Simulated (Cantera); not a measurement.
A perfectly stirred reactor is fed with H₂ : O₂ : N₂ = 0.063 : 1 : 0.0034 (molar parts), equivalence ratio 0.032, at 3600 Pa; it is held at 1225 K, and followed from long to short residence time.

Model: GRI-Mech 3.0 (53 species, 325 reactions), integrated in Cantera. Radical loss at walls, strong at low pressure, is not modelled. The temperature is held fixed by assumption; the heat of reaction is taken as removed at once.

One state of this run: x H₂ = 0.00319; x O₂ = 0.910; x O = 0.0218; x H₂O = 0.0514; x H₂O₂ = 3.87e-7. x: mole fraction; the columns are a selection and need not sum to one.

Question: Which value of τ (s) does it belong to?
A) 0.20
B) 0.0060
C) 0.0030
D) 1.7

Answer: C, 0.0030
